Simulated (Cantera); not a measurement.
Input: 1 mol B, 0.25 mol O2, 120 mol N2, equilibrated at 2473 K and 1.00 bar.

Cantera equilibrium calculation (NASA polynomials, part measured and part estimated; ideal gas, pure solids and liquids). Candidate condensed phases: B, BN, B2O3; 17 gas species. Rates play no part.

Base state: N2 0.996, BO 0.00338, B2O2 0.000364, B2O 2.41e-5, B 1.43e-5 (mole fractions); condensed: BN(s).

Q: What changes in the equilibrium state with this change: pressure from 1.00 bar to 84.0 Pa?

A: 
| species | before | after |
|---|---|---|
| N2 | 0.996 | 0.992 |
| BO | 0.00338 | 0.00412 |
| B | 1.43e-5 | 0.00408 |
| B2O2 | 0.000364 | 4.54e-7 |
| BN | 5.72e-6 | 4.73e-5 |
| B2O | 2.41e-5 | 7.07e-6 |
| BN(s), mol | 0.496 | 0 |
